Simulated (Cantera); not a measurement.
Premixed flame

A freely propagating, adiabatic, planar premixed flame of 29.6 % H₂, 14.8 % O₂, 55.6 % N₂, unburnt at 623 K and 0.240 bar; mixture-averaged transport, grid criteria slope 0.08 and curve 0.16, no radiation.

Computed with Cantera and the H2/O2 subset of GRI-Mech 3.0, which has no nitrogen chemistry. Burning velocities carry a grid error of a few per cent, more on coarse grids.

```json
[
 {"z (mm)": "-9.19", "T (K)": "623", "u (m/s)": "6.91", "x H₂": "0.296", "x O₂": "0.148", "x HO₂": "<1e-8", "x H₂O₂": "<1e-8", "x O": "<1e-8", "x OH": "<1e-8"},
 {"z (mm)": "-6.13", "T (K)": "623", "u (m/s)": "6.91", "x H₂": "0.296", "x O₂": "0.148", "x HO₂": "<1e-8", "x H₂O₂": "<1e-8", "x O": "<1e-8", "x OH": "<1e-8"},
 {"z (mm)": "-4.60", "T (K)": "623", "u (m/s)": "6.91", "x H₂": "0.296", "x O₂": "0.148", "x HO₂": "<1e-8", "x H₂O₂": "<1e-8", "x O": "<1e-8", "x OH": "<1e-8"},
 {"z (mm)": "-3.06", "T (K)": "623", "u (m/s)": "6.91", "x H₂": "0.296", "x O₂": "0.148", "x HO₂": "2.71e-7", "x H₂O₂": "<1e-8", "x O": "<1e-8", "x OH": "<1e-8"},
 {"z (mm)": "-1.53", "T (K)": "629", "u (m/s)": "6.97", "x H₂": "0.295", "x O₂": "0.148", "x HO₂": "7.41e-5", "x H₂O₂": "5.92e-7", "x O": "6.42e-6", "x OH": "2.36e-5"},
 {"z (mm)": "-0.766", "T (K)": "746", "u (m/s)": "8.17", "x H₂": "0.274", "x O₂": "0.145", "x HO₂": "5.77e-5", "x H₂O₂": "1.53e-6", "x O": "0.000259", "x OH": "0.000378"},
 {"z (mm)": "0", "T (K)": "1145", "u (m/s)": "12.2", "x H₂": "0.144", "x O₂": "0.0991", "x HO₂": "2.50e-5", "x H₂O₂": "1.32e-6", "x O": "0.00760", "x OH": "0.00359"},
 {"z (mm)": "0.766", "T (K)": "1436", "u (m/s)": "15.0", "x H₂": "0.0541", "x O₂": "0.0419", "x HO₂": "9.57e-6", "x H₂O₂": "1.30e-6", "x O": "0.0157", "x OH": "0.00942"},
 {"z (mm)": "1.53", "T (K)": "1565", "u (m/s)": "16.3", "x H₂": "0.0485", "x O₂": "0.0343", "x HO₂": "6.78e-6", "x H₂O₂": "8.89e-7", "x O": "0.0161", "x OH": "0.0122"},
 {"z (mm)": "3.06", "T (K)": "1713", "u (m/s)": "17.6", "x H₂": "0.0497", "x O₂": "0.0308", "x HO₂": "5.09e-6", "x H₂O₂": "4.93e-7", "x O": "0.0149", "x OH": "0.0151"},
 {"z (mm)": "6.13", "T (K)": "1874", "u (m/s)": "19.0", "x H₂": "0.0494", "x O₂": "0.0272", "x HO₂": "3.72e-6", "x H₂O₂": "2.56e-7", "x O": "0.0128", "x OH": "0.0177"},
 {"z (mm)": "12.3", "T (K)": "2039", "u (m/s)": "20.4", "x H₂": "0.0469", "x O₂": "0.0234", "x HO₂": "2.67e-6", "x H₂O₂": "1.42e-7", "x O": "0.0101", "x OH": "0.0194"},
 {"z (mm)": "24.5", "T (K)": "2194", "u (m/s)": "21.7", "x H₂": "0.0424", "x O₂": "0.0195", "x HO₂": "2.00e-6", "x H₂O₂": "9.39e-8", "x O": "0.00735", "x OH": "0.0196"}
]
```
x: mole fraction of selected species; z is measured from the peak of heat release.

```json
{
 "laminar_burning_velocity": "691 cm/s",
 "thermal_thickness": "3.06 mm",
 "peak x(HO₂)": "8.00e-5",
 "peak x(H₂O₂)": "1.60e-6",
 "peak x(O)": "0.0162",
 "peak x(OH)": "0.0197"
}
```
